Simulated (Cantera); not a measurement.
# Silicon epitaxy and polysilicon growth: Si2H6 + Cl2 + N2 + HCl

A closed system holds: 1 mol Si2H6, 0.35 mol Cl2, 11 mol N2, 1.4 mol HCl, equilibrated at 575 °C and 1.00 bar.

Equilibrium computed with Cantera from the NASA thermochemical tables; the gas is ideal and each condensed phase is pure. Candidate condensed phases: NH4Cl, Si, Si3N4; 28 gas species. The feed counts by its element totals alone. N2 is the only nitrogen source here; it is nearly inert below about 1500 K, so the nitride shown seldom forms there in practice. Kinetics and transport are ignored.

- x(N2): 0.675
- x(H2): 0.194
- x(HCl): 0.125
- x(SiCl4): 0.00524
- x(NH3): 0.000133
- x(SiHCl3): 1.33e-5
- n(Si3N4(s)): 0.641 mol
- gas amount: 14.39 mol
- log10 activity of Si(s) (absent): -9.41
